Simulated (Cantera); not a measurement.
A closed system holds: 1 mol Pb, 0.14 mol O2, 12 mol H2, held at 648 K and 0.133 bar.

Cantera equilibrium calculation (NASA polynomials, part measured and part estimated; ideal gas, pure solids and liquids). Candidate condensed phases: H2O, Pb, PbO, PbO2, Pb3O4; 12 gas species. Kinetics and transport are ignored.

Base state: H2 0.977, H2O 0.0233 (mole fractions); condensed: Pb(l).

Problem. What changes in the equilibrium state with this change: Pb replaced by Hg?

Solution. 
| species | before | after |
|---|---|---|
| H2 | 0.977 | 0.902 |
| Hg | 0 | 0.0769 |
| H2O | 0.0233 | 0.0215 |
| Pb(l), mol | 1.00 | 0 |
Further candidate phases: Hg, HgO.
